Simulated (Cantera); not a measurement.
A Cantera script and its output.

```python
import numpy as np
import cantera as ct

gas = ct.Solution("gri30.yaml", transport_model="mixture-averaged")
show = ['O', 'H', 'C2H2']

rows = []
print(f"{'T/K':>7s}{'rho':>11s}{'cp':>10s}{'mu':>11s}{'lambda':>11s}{'Pr':>7s}" + "".join(f"{'D_' + s:>11s}" for s in show))
for T in [400, 600, 800, 1000, 1200, 1400, 1600, 1800, 2000]:
    gas.TPX = T, 74, {'CH4': 0.51}
    Pr = gas.cp_mass * gas.viscosity / gas.thermal_conductivity
    D = [gas.mix_diff_coeffs_mole[gas.species_index(s)] for s in show]
    rows.append([gas.density, gas.cp_mass, gas.viscosity, gas.thermal_conductivity, Pr, *D])
    print(f"{T:7g}{gas.density:11.4e}{gas.cp_mass:10.1f}{gas.viscosity:11.4e}"
          f"{gas.thermal_conductivity:11.4e}{Pr:7.3f}" + "".join(f"{d:11.4e}" for d in D))
print("SI units: kg/m3, J/kg/K, Pa s, W/m/K, m2/s")
```

It prints:

```
    T/K        rho        cp         mu     lambda     Pr        D_O        D_H     D_C2H2
    400 3.5696e-04    2526.4 1.4442e-05 5.0682e-02  0.720 7.5993e-02 2.5698e-01 4.1057e-02
    600 2.3798e-04    3286.8 1.9486e-05 8.8551e-02  0.723 1.5229e-01 5.2241e-01 8.4409e-02
    800 1.7848e-04    3989.2 2.3796e-05 1.3067e-01  0.726 2.4740e-01 8.5430e-01 1.3881e-01
   1000 1.4279e-04    4588.7 2.7658e-05 1.7372e-01  0.731 3.5943e-01 1.2455e+00 2.0300e-01
   1200 1.1899e-04    5074.2 3.1210e-05 2.1633e-01  0.732 4.8706e-01 1.6912e+00 2.7617e-01
   1400 1.0199e-04    5467.8 3.4533e-05 2.5788e-01  0.732 6.2933e-01 2.1880e+00 3.5771e-01
   1600 8.9241e-05    5787.0 3.7677e-05 2.9808e-01  0.731 7.8550e-01 2.7332e+00 4.4718e-01
   1800 7.9325e-05    6046.7 4.0675e-05 3.3680e-01  0.730 9.5493e-01 3.3245e+00 5.4422e-01
   2000 7.1393e-05    6260.4 4.3552e-05 3.7399e-01  0.729 1.1371e+00 3.9602e+00 6.4852e-01
SI units: kg/m3, J/kg/K, Pa s, W/m/K, m2/s
```

Detailed kinetics in Cantera: GRI-Mech 3.0 (53 species, 325 reactions). The composition is frozen, though it would react at the higher temperatures.
